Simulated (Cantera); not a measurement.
Input: 1 mol LiCl, 2.2 mol HCl, 0.35 mol N2, equilibrated at 100000 Pa.

These are equilibrium values from Cantera (NASA tables, ideal gas, pure condensed phases), not measurements of a reactor. Candidate condensed phases: Li, LiCl, LiH, Li3N, NH4Cl; 19 gas species. The numbers say what is thermodynamically allowed, not how fast it happens.

x: gas mole fraction; n: condensed amount in mol.

```csv
T (K),x HCl,x N2,x Li2Cl2,x LiCl,x Li3Cl3,x H2,n LiCl(s),n LiCl(l)
698,0.863,0.137,1.58e-8,7.60e-9,1.52e-9,3.54e-8,1.00,0
748,0.863,0.137,?,?,?,?,1.000,0
798,0.863,0.137,1.32e-6,6.28e-7,1.16e-7,2.68e-7,1.000,0
848,0.863,0.137,?,?,?,?,1.000,0
898,0.863,0.137,3.54e-5,1.78e-5,2.70e-6,1.31e-6,0,1.000
948,0.863,0.137,0.000108,6.38e-5,6.82e-6,2.59e-6,0,0.999
998,0.862,0.137,0.000291,0.000199,1.54e-5,4.79e-6,0,0.998
1048,0.862,0.137,0.000703,0.000552,3.16e-5,8.43e-6,0,0.995
```

Problem. What belongs in the gaps?

Solution. 
- 848, x Li2Cl2: 7.98e-6
- 848, x LiCl: 3.80e-6
- 848, x Li3Cl3: 6.67e-7
- 848, x H2: 6.21e-7
- 748, x Li2Cl2: 1.70e-7
- 748, x LiCl: 8.05e-8
- 748, x Li3Cl3: 1.55e-8
- 748, x H2: 1.04e-7
